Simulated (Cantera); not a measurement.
Standard-state values (1 bar) from the NASA 1993 polynomials, evaluated with Cantera. Values are per mole of reaction as written; species without (g) are pure solids or liquids, kept so even where they would boil at 1 bar. VN: taken at fixed stoichiometry.

Problem. Between 1300 and 2200 K, where is each reaction favourable under standard conditions?
- 6 VN + 12 OH(g) → 2 N(g) + 4 NH₃(g) + 3 V₂O₄

Solution. 
- 6 VN + 12 OH(g) → 2 N(g) + 4 NH₃(g) + 3 V₂O₄: ΔG° is -1419 kJ at 1300 K and -674 kJ at 2200 K; it stays negative (K > 1). ΔH° is -2191 kJ and ΔS° -689 J/K at 2200 K.
